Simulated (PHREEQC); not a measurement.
Solution (25 °C): 0.0077 mol/kgw Na3PO4. Closed to the air; pH follows from the charge balance.

Model: ion-association model, wateq4f.dat, run in PHREEQC.

The pH is 11.64, the ionic strength is 0.0354 mol/kgw and the total alkalinity is 15.4 meq/kg.

```json
[
 {"species": "Na+", "molality": "0.0230", "activity": "0.0194", "log γ": "-0.074"},
 {"species": "OH-", "molality": "0.00530", "activity": "0.00442", "log γ": "-0.079"},
 {"species": "HPO4-2", "molality": "0.00518", "activity": "0.00264", "log γ": "-0.293"},
 {"species": "PO4-3", "molality": "0.00240", "activity": "0.000526", "log γ": "-0.660"},
 {"species": "NaHPO4-", "molality": "0.000118", "activity": "9.97e-5", "log γ": "-0.072"},
 {"species": "H2PO4-", "molality": "1.14e-7", "activity": "9.62e-8", "log γ": "-0.072"}
]
```

No solid was allowed to form. H3PO4, which wateq4f.dat lacks, is added to it with the constant of phreeqc.dat.
